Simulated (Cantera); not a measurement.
Charge: 1 mol Si3N4, 0.037 mol CO2, 550 mol H2, equilibrated at 2048 K and 0.00353 Torr.

These are equilibrium values from Cantera (NASA tables, ideal gas, pure condensed phases), not measurements of a reactor. Candidate condensed phases: C, C6H6, C7H8, C8H18, H2O, Si, SiC, SiO2, Si2N2O, Si3N4; 151 gas species. Equilibrium is a limit: real reactors are often held back by kinetics, nucleation or transport.

Question: What is the equilibrium state?

Answer: 
```
Item                                       Result
--------------------------------------  ---------
x(H)                                        0.626
x(H2)                                       0.368
x(Si)                                     0.00366
x(N2)                                     0.00248
x(SiO)                                    4.58e-5
x(CO)                                     4.58e-5
x(SiH)                                    2.93e-6
gas amount                              808.0 mol
log10 activity of Si(l) (absent)            -3.64
log10 activity of C(graphite) (absent)      -4.44
```
